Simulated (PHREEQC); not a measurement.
Solution (20 °C): 20 mmol/kgw HCl, 190 mmol/kgw FeCl3 and 0.13 mmol/kgw KCl. Closed to the air; pH follows from the charge balance.

The numbers come from PHREEQC with the ion-association model, phreeqc.dat.

No solid was allowed to form.

Problem. Order these Cl species by the share of Cl that they hold, largest first: FeCl3, Cl-, FeCl2+, FeCl+2.

Solution. Cl- (68 %), FeCl+2 (17 %), FeCl2+ (14 %), FeCl3 (0.31 %)

The pH is 1.68 and the ionic strength 0.634 mol/kgw. Saturation is exceeded, for instance for Hematite (slow to form), Goethite (slow to form); the values hold only as long as no solid forms. Complexes and solids missing from the database can't appear.
